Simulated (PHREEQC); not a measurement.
Consider water at 25 °C with 0.013 mol/kgw (NH4)2HPO4. Closed to the air; pH follows from the charge balance.

Equilibrium calculation in PHREEQC: ion-association model, wateq4f.dat.

**Question.** The ionic strength comes out as 0.0367 mol/kgw. What activity coefficients do H2PO4-, PO4-3, NH4+, OH-, HPO4-2 get?

**Answer.** H2PO4- 0.85, PO4-3 0.21, NH4+ 0.84, OH- 0.83, HPO4-2 0.50.

Precipitation was switched off in this run. H3PO4, which wateq4f.dat lacks, is added to it with the constant of phreeqc.dat.
